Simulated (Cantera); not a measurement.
An adiabatic, constant-pressure homogeneous reactor starts with CH₄ : O₂ : N₂ : H₂O = 1 : 3.39 : 12.7 : 2.5 (molar parts), at 1725 K and 1.01 bar.

Detailed kinetics in Cantera: GRI-Mech 3.0 (53 species, 325 reactions).

One state of this run: T (K) = 1726; x CH₄ = 0.0496; x O₂ = 0.172; x H₂O = 0.128; x H₂O₂ = 6.98e-7; x C₂H₄ = 5.03e-5. x: mole fraction; the columns are a selection and need not sum to one.

Task: Which value of t (s) does it belong to?
(A) 0.0234
(B) 0.0598
(C) 3.27e-5
(D) 8.36e-5

Result: D, 8.36e-5
